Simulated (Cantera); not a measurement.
Charge: 1 mol V, 1.6 mol O2, 13 mol N2, equilibrated at 1.40e-6 bar.

Equilibrium computed with Cantera from the NASA thermochemical tables; the gas is ideal and each condensed phase is pure. Candidate condensed phases: V, VN, VO, V2O3, V2O4, V2O5; 13 gas species. The numbers say what is thermodynamically allowed, not how fast it happens. All values below are at 1450 °C.

Base state: N2 0.886, VO2 0.0682, O2 0.0357, O 0.00908, NO 0.00138, VO 1.19e-5 (mole fractions); condensed: gas only.

### Question
What changes in the equilibrium state with this change: O2 from 1.6 to 0.15 mol?

### Answer
```json
[
 {"species": "N2", "before": "0.886", "after": "0.978"},
 {"species": "V", "before": "<1e-9", "after": "0.0124"},
 {"species": "VO", "before": "1.19e-5", "after": "0.00912"},
 {"species": "VO2", "before": "0.0682", "after": "0.000423"},
 {"species": "O2", "before": "0.0357", "after": "<1e-9"},
 {"species": "O", "before": "0.00908", "after": "7.36e-8"},
 {"species": "NO", "before": "0.00138", "after": "1.18e-8"},
 {"species": "V(s), mol", "before": "0", "after": "0.540"},
 {"species": "VO(s), mol", "before": "0", "after": "0.167"}
]
```
Mutual solubility and eutectic melting of coexisting phases are not modelled. VO: taken at fixed stoichiometry. Condensed phases not in the tables: V2N, N, O or C dissolved in the metal.
